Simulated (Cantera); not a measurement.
Feed: 1 mol CH₃F, 0.41 mol HCl, held at 0.0735 Torr.

Method: chemical equilibrium by Gibbs-energy minimisation in Cantera with the NASA 1993 tables (ideal gas, pure condensed phases). Candidate condensed phases: C, C₆H₆, C₇H₈, C₈H₁₈; 118 gas species. Equilibrium is a limit: real reactors are often held back by kinetics, nucleation or transport.

Problem. Which condensed phases are stable at each of these points (T (K)): 1473, 1623, 1773, 1923, 2073, 2223, 2373, 2523, 2673, 2823, 2973?

Solution. 
```tsv
T (K)	condensed phases	C condensed (%)
1473	C(graphite)	100.0
1623	C(graphite)	100.0
1773	C(graphite)	100.0
1923	C(graphite)	99.9
2073	C(graphite)	99.8
2223	C(graphite)	99.6
2373	C(graphite)	98.7
2523	C(graphite)	89.7
2673	C(graphite)	5.6
2823	gas only	0.0
2973	gas only	0.0
```

From 1473 K to 2673 K the condensed part is C(graphite). From 2823 K to 2973 K nothing is condensed.
